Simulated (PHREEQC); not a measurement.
A solution holds 0.0095 mol HF, 0.0009 mol NH4F and 0.0026 mol (NH4)2SiF6 per kg of water, at 25 °C. Closed to the air; pH follows from the charge balance.

All values are PHREEQC results (ion-association model, phreeqc.dat), not measurements.

```csv
quantity,before,after
pH,2.72,2.82
ionic strength (mol/kgw),0.0108,0.00512
HF (mol/kgw),0.00734,0.0103
F- (mol/kgw),0.00290,0.00492
HF2- (mol/kgw),8.16e-5,0.000194
NH3 (mol/kgw),1.64e-9,1.22e-9
```

Q: Which change was made?
A) (NH4)2SiF6 replaced by NH4HF2 at the same molality
B) HF replaced by NaHF2 at the same molality
C) temperature from 25 to 20 °C
D) HF from 0.0095 to 0.019 mol/kgw

A: A, (NH4)2SiF6 replaced by NH4HF2 at the same molality

This is a speciation only: nothing precipitates in the calculation. SiF6-2 is the database's only silicon fluoride.
